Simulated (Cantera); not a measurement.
An adiabatic, constant-volume homogeneous reactor starts with CH4 : CO : O2 : N2 : H2O = 1 : 0.95 : 1.65 : 6.2 : 0.53 (molar parts), at 1375 K and 0.330 bar. Integrator tolerance rtol = 1e-08.

Cantera simulation using GRI-Mech 3.0 (53 species, 325 reactions); the numbers are that mechanism's predictions, not measurements.

**Question.** What does this change do: 0.54 parts CO2 added?

**Answer.** 
| quantity | before | after |
|---|---|---|
| time of steepest temperature rise | 14.9 ms | 16.1 ms |
| temperature at 2.00 s | 2740 K | 2671 K |
| equilibrium temperature | 2740 K | 2671 K |
| x(CH4) at 2.00 s | <1e-12 (gas-phase equilibrium <1e-12) | <1e-12 (gas-phase equilibrium <1e-12) |
| x(CO) at 2.00 s | 0.119 (gas-phase equilibrium 0.119) | 0.127 (gas-phase equilibrium 0.127) |
| x(O2) at 2.00 s | 0.00494 (gas-phase equilibrium 0.00494) | 0.00558 (gas-phase equilibrium 0.00558) |
| x(C2H2) at 2.00 s | <1e-12 (gas-phase equilibrium <1e-12) | <1e-12 (gas-phase equilibrium <1e-12) |
| x(H2O2) at 2.00 s | 1.10e-7 (gas-phase equilibrium 1.10e-7) | 1.05e-7 (gas-phase equilibrium 1.05e-7) |
| x(HO2) at 2.00 s | 1.78e-6 (gas-phase equilibrium 1.78e-6) | 1.69e-6 (gas-phase equilibrium 1.69e-6) |
| x(N2O) at 2.00 s | 1.73e-7 (gas-phase equilibrium 1.73e-7) | 1.56e-7 (gas-phase equilibrium 1.56e-7) |

**Question.** What does this change do: pressure from 0.330 bar to 1.01 bar?

**Answer.** 
| quantity | before | after |
|---|---|---|
| time of steepest temperature rise | 14.9 ms | 7.08 ms |
| temperature at 2.00 s | 2740 K | 2828 K |
| equilibrium temperature | 2740 K | 2828 K |
| x(CH4) at 2.00 s | <1e-12 (gas-phase equilibrium <1e-12) | <1e-12 (gas-phase equilibrium <1e-12) |
| x(CO) at 2.00 s | 0.119 (gas-phase equilibrium 0.119) | 0.118 (gas-phase equilibrium 0.118) |
| x(O2) at 2.00 s | 0.00494 (gas-phase equilibrium 0.00494) | 0.00353 (gas-phase equilibrium 0.00353) |
| x(C2H2) at 2.00 s | <1e-12 (gas-phase equilibrium <1e-12) | <1e-12 (gas-phase equilibrium <1e-12) |
| x(H2O2) at 2.00 s | 1.10e-7 (gas-phase equilibrium 1.10e-7) | 1.98e-7 (gas-phase equilibrium 1.98e-7) |
| x(HO2) at 2.00 s | 1.78e-6 (gas-phase equilibrium 1.78e-6) | 2.26e-6 (gas-phase equilibrium 2.26e-6) |
| x(N2O) at 2.00 s | 1.73e-7 (gas-phase equilibrium 1.73e-7) | 2.98e-7 (gas-phase equilibrium 2.98e-7) |
